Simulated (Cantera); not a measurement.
A perfectly stirred reactor is fed with C2H6 : H2 = 1 : 1.3 (molar parts), at 0.000270 bar; it is held at 1523 K, and followed from long to short residence time.

Computed with Cantera and GRI-Mech 3.0 (53 species, 325 reactions). GRI-Mech 3.0 stops at C3 and has no aromatics, soot or wall deposition, so with more carbon than oxygen in the feed, carbon stays in small species such as C2H2 where larger ones or solid carbon would form. Radical loss at walls, strong at low pressure, is not modelled.

x: mole fraction; the columns are a selection and need not sum to one.

```csv
τ (s),x C2H6,x H2,x CH2,x CH3,x H,x C2H,x C2H2
24,0.000372,0.701,1.72e-6,0.00292,0.00117,7.42e-7,0.206
6.2,…,0.661,…,…,…,7.86e-7,…
1.6,0.00489,0.610,4.57e-6,0.00992,0.00144,7.93e-7,0.156
0.43,0.0167,0.557,7.50e-6,0.0173,0.00160,6.90e-7,0.111
0.11,0.0572,0.518,1.23e-5,0.0293,0.00168,3.85e-7,0.0550
0.029,0.171,0.526,1.57e-5,0.0378,0.00140,7.60e-8,0.0132
0.0077,…,0.555,…,…,…,…,…
0.0020,0.419,0.563,2.08e-6,0.00840,0.000280,6.21e-12,5.88e-6
0.00053,0.432,0.564,1.23e-7,0.00273,5.35e-5,<1e-12,1.05e-8
```

### Question
Complete the blanks.

### Answer

- 6.2, x C2H6: 0.00136
- 6.2, x CH2: 2.79e-6
- 6.2, x CH3: 0.00547
- 6.2, x H: 0.00129
- 6.2, x C2H2: 0.186
- 0.0077, x C2H6: 0.342
- 0.0077, x CH2: 9.89e-6
- 0.0077, x CH3: 0.0245
- 0.0077, x H: 0.000803
- 0.0077, x C2H: 2.33e-9
- 0.0077, x C2H2: 0.000746
